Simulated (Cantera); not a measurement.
Source: NASA polynomial tables (part measured, part estimated), evaluated in Cantera. Values are per mole of reaction as written; species without (g) are pure solids or liquids, kept so even where they would boil at 1 bar.

Sr(OH)2 + Cl2(g) + 2 H(g) → SrCl2 + 2 H2O(g), with ΔH° = -779.6 kJ and ΔS° = -57.2 J/K at 300 K.

Question: How far is the shortcut ΔG° ≈ ΔH°(300 K) − T·ΔS°(300 K) from the full temperature-dependent value at 1175, 1250, 1325, 1400, 1475, 1550 K?

Answer: 
```csv
T (K),shortcut (kJ),full (kJ),difference (kJ),difference in log10 K,condensed phases
1175,-712.5,-682.6,-29.8,1.33,"Sr(OH)2(l), SrCl2(l)"
1250,-708.2,-674.3,-33.9,1.42,"Sr(OH)2(l), SrCl2(l)"
1325,-703.9,-665.8,-38.1,1.50,"Sr(OH)2(l), SrCl2(l)"
1400,-699.6,-657.0,-42.6,1.59,"Sr(OH)2(l), SrCl2(l)"
1475,-695.3,-648.1,-47.2,1.67,"Sr(OH)2(l), SrCl2(l)"
1550,-691.0,-639.1,-51.9,1.75,"Sr(OH)2(l), SrCl2(l)"
```
The shortcut ignores heat capacities and the phase changes listed.
